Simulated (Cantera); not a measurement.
An adiabatic, constant-pressure homogeneous reactor starts with CH4 : O2 : N2 = 1 : 3.03 : 11.4 (molar parts), at 1773 K and 1.01 bar.

Computed with Cantera and GRI-Mech 3.0 (53 species, 325 reactions).

One state of this run: T (K) = 2696; x CH4 = <1e-12; x O2 = 0.0609; x HCN = 1.45e-10; x HO2 = 9.45e-6; x H2 = 0.00630; x CH3 = <1e-12; x NO = 0.0163. x: mole fraction; the columns are a selection and need not sum to one.

### Question
Which value of t (s) does it belong to?
A) 0.000826
B) 2.84e-5
C) 0.0240
D) 9.23e-6

### Answer
C, 0.0240
